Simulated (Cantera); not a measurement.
Mixture: 15.0 % CH4, 0.449 % H2, 17.8 % O2, 66.8 % N2, equivalence ratio 1.7, at 0.460 bar, adiabatic and at constant pressure. Ignition delay is the time to a rise of 400 K.

Model: GRI-Mech 3.0 (53 species, 325 reactions), integrated in Cantera.

Question: Predict: delay at 1025 K; delay at 1225 K; delay at 1425 K; delay at 1625 K; delay at 1825 K; apparent activation energy between 1725 and 1925 K.

Answer: 
```
Quantity                                                Result
--------------------------------------------------  ----------
delay at 1025 K                                         1.05 s
delay at 1225 K                                        58.0 ms
delay at 1425 K                                        4.86 ms
delay at 1625 K                                       0.743 ms
delay at 1825 K                                       0.194 ms
apparent activation energy between 1725 and 1925 K  160 kJ/mol
```
